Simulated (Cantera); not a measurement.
Feed: 1 mol Ti(OiPr)4, 6.5 mol H2O, held at 21.0 Pa.

Equilibrium computed with Cantera from the NASA thermochemical tables; the gas is ideal and each condensed phase is pure. Candidate condensed phases: C, C6H6, C7H8, C8H18, H2O, Ti, TiC, TiO, TiO2, Ti2O3, Ti3O5, Ti4O7; 113 gas species. The feed counts by its element totals alone. TiC: taken at fixed stoichiometry. Equilibrium is a limit: real reactors are often held back by kinetics, nucleation or transport. All values below are at 927 °C.

Base state: H2 0.661, CO 0.339, H 1.11e-5 (mole fractions); condensed: C(graphite) + TiC(s).

Question: What changes in the equilibrium state with this change: pressure from 21.0 Pa to 0.260 bar?

Answer: 
| species | before | after |
|---|---|---|
| H2 | 0.661 | 0.704 |
| CO | 0.339 | 0.292 |
| CH4 | 1.45e-6 | 0.00204 |
| H2O | 1.22e-6 | 0.00139 |
| CO2 | 4.55e-7 | 0.000419 |
| H | 1.11e-5 | 3.25e-7 |
| C(graphite), mol | 0.500 | 3.49 |
| TiC(s), mol | 1.00 | 0 |
| TiO2(rutile), mol | 0 | 1.00 |
